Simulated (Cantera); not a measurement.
A perfectly stirred reactor is fed with CH4 : O2 : N2 = 0.024 : 0.017 : 1 (molar parts), at 820000 Pa; it is held at 1225 K, and followed from long to short residence time.

Model: GRI-Mech 3.0 (53 species, 325 reactions), integrated in Cantera.

Problem. Predict: x(CH4) at τ = 9.70 s; x(O2) at τ = 9.70 s; x(H2O) at τ = 9.70 s; x(HO2) at τ = 9.70 s; x(CH4) at τ = 44.0 ms; x(O2) at τ = 44.0 ms; x(H2O) at τ = 44.0 ms; x(HO2) at τ = 44.0 ms.

Solution. 
```
Quantity                  Value
---------------------  --------
x(CH4) at τ = 9.70 s     0.0110
x(O2) at τ = 9.70 s    0.000643
x(H2O) at τ = 9.70 s     0.0159
x(HO2) at τ = 9.70 s    7.61e-8
x(CH4) at τ = 44.0 ms    0.0226
x(O2) at τ = 44.0 ms     0.0160
x(H2O) at τ = 44.0 ms  0.000354
x(HO2) at τ = 44.0 ms   4.26e-7
```
